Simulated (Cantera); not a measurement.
A closed system holds: 1 mol SiH2Cl2, 0.11 mol C3H8, 5.7 mol H2, held at 97.5 Torr.

Cantera equilibrium calculation (NASA polynomials, part measured and part estimated; ideal gas, pure solids and liquids). Candidate condensed phases: C, C6H6, C7H8, C8H18, Si, SiC; 109 gas species. Mutual solubility and eutectic melting of coexisting phases are not modelled. Gases not in the tables: Si2H6 and higher silanes. Equilibrium is a limit: real reactors are often held back by kinetics, nucleation or transport.

Which condensed phases are stable at each of these points (T (K)): 900, 975, 1050, 1125, 1200, 1275, 1350, 1425, 1500, 1575, 1650, 1725, 1800?


```tsv
T (K)	condensed phases	Si condensed (%)
900	Si(s) + SiC(s)	47.0
975	Si(s) + SiC(s)	48.2
1050	Si(s) + SiC(s)	50.0
1125	Si(s) + SiC(s)	52.1
1200	Si(s) + SiC(s)	53.9
1275	Si(s) + SiC(s)	54.5
1350	Si(s) + SiC(s)	53.8
1425	Si(s) + SiC(s)	52.3
1500	Si(s) + SiC(s)	50.9
1575	Si(s) + SiC(s)	49.9
1650	Si(s) + SiC(s)	49.0
1725	Si(l) + SiC(s)	49.4
1800	Si(l) + SiC(s)	51.1
```

From 900 K to 1650 K the condensed part is Si(s) + SiC(s). From 1725 K to 1800 K the condensed part is Si(l) + SiC(s).
